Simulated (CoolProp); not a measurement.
Vapour-liquid equilibrium of methane (1) + ethane (2) at 0.0847 MPa; x and y are mole fractions of (1).

Computed with CoolProp (multi-fluid Helmholtz-energy mixture model, Setzmann 1991 and Bücker 2006; pair parameters Kunz 2012).

Q: Give the bubble temperature and the first vapour's composition at x = 0.05, 0.55, 0.65. Is there an azeotrope?

A: x = 0.05: 153.2 K, y = 0.854; x = 0.55: 115.5 K, y = 0.999; x = 0.65: 113.9 K, y = 0.999. No azeotrope shows between x = 0.05 and 0.95.

Pair parameters are fitted to limited data, so mixtures are less certain than the pure fluids.
